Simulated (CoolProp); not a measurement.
Vapour-liquid equilibrium of R114 (1) + n-heptane (2) at 369.5 K; x and y are mole fractions of (1).

The numbers come from the multi-fluid Helmholtz-energy mixture model, Platzer 1990 and Span 2003; pair parameters Bell 2016 in CoolProp. This equation is an older, rougher fit; its heat capacities, sound speeds and derivatives of the liquid may be far off and weren't checked against measurements.

Task: Give the bubble pressure and the first vapour's composition at x = 0.15, 0.45, 0.75. Is there an azeotrope?

Result: x = 0.15: 3.201 bar, y = 0.720; x = 0.45: 6.963 bar, y = 0.894; x = 0.75: 10.08 bar, y = 0.952. No azeotrope shows between x = 0.05 and 0.95.

Pair parameters are fitted to limited data, so mixtures are less certain than the pure fluids. The gap from Raoult's law changes sign with composition, which may be real or a fault of the pair parameters; it wasn't checked against measurements.
